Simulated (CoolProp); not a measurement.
Propyne along the isotherm 371.7 K: density (kg/m³) from the reference equation and from simpler models built on Tc = 402.7 K, pc = 5.658 MPa, ω = 0.204; each cubic takes its own stable root.

Values from CoolProp's reference Helmholtz-energy equation of state, Polt 1992. This equation is an older, rougher fit; its heat capacities, sound speeds and derivatives of the liquid may be far off and weren't checked against measurements.

| p (MPa) | phase | reference |
|---|---|---|
| 0.0268 | gas | 0.3481 |
| 0.0394 | gas | 0.5123 |
| 0.0578 | gas | 0.7527 |
| 0.0849 | gas | 1.108 |
| 0.125 | gas | 1.637 |
| 0.183 | gas | 2.408 |
| 0.268 | gas | 3.551 |
| 0.394 | gas | 5.276 |
| 0.578 | gas | 7.867 |
| 0.849 | gas | 11.85 |
| 1.25 | gas | 18.17 |
| 1.83 | gas | 28.49 |
| 2.68 | gas | 47.78 |
| 3.94 | liquid | 471.0 |
| 5.78 | liquid | 484.1 |
| 8.49 | liquid | 498.7 |

How far does each simpler model (van der Waals, Soave-Redlich-Kwong, Peng-Robinson) lie from the reference over these 16 states: mean and median of the absolute difference, and the worst?


- van der Waals: mean 10.7 %, median 0.8 %, worst -82.7 % at 371.7 K and 3.94 MPa
- Soave-Redlich-Kwong: mean 2.7 %, median 0.1 %, worst -14.8 % at 371.7 K and 3.94 MPa
- Peng-Robinson: mean 0.6 %, median 0.3 %, worst -3.8 % at 371.7 K and 3.94 MPa

At some of these states van der Waals gives the other phase, because its saturation line lies elsewhere.
